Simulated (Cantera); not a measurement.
A closed system holds: 1 mol C2H5OH, 0.022 mol O2, 0.22 mol N2, held at 2598.15 K and 13.3 mbar.

Equilibrium computed with Cantera from the NASA thermochemical tables; the gas is ideal and each condensed phase is pure. Candidate condensed phases: C, C6H6, C7H8, C8H18, H2O; 136 gas species. Rates play no part.

Base state: H2 0.491, H 0.231, CO 0.216, N2 0.0384, HCN 0.0123, C2H2 (acetylene) 0.00791, HNC 0.00161, CN 0.000383 (mole fractions); condensed: C(graphite).

Problem. What changes in the equilibrium state with this change: pressure from 13.3 mbar to 1.33 mbar?

Solution. 
```tsv
species	before	after
H	0.231	0.521
H2	0.491	0.249
CO	0.216	0.180
HCN	0.0123	0.00811
N2	0.0384	0.0329
C2	1.52e-5	0.000152
C3	0.000162	0.00162
C	4.57e-5	0.000457
C(graphite), mol	0.804	0.808
```

Problem. What changes in the equilibrium state with this change: pressure from 13.3 mbar to 19.0 Pa?

Solution. 
| species | before | after |
|---|---|---|
| H | 0.231 | 0.726 |
| CO | 0.216 | 0.152 |
| H2 | 0.491 | 0.0690 |
| C3 | 0.000162 | 0.0114 |
| HCN | 0.0123 | 0.00396 |
| N2 | 0.0384 | 0.0283 |
| C4 | 1.47e-7 | 1.03e-5 |
| C | 4.57e-5 | 0.00321 |
| C5 | 7.26e-7 | 5.10e-5 |
| C2 | 1.52e-5 | 0.00107 |
| CN | 0.000383 | 0.00276 |
| C(graphite), mol | 0.804 | 0.603 |
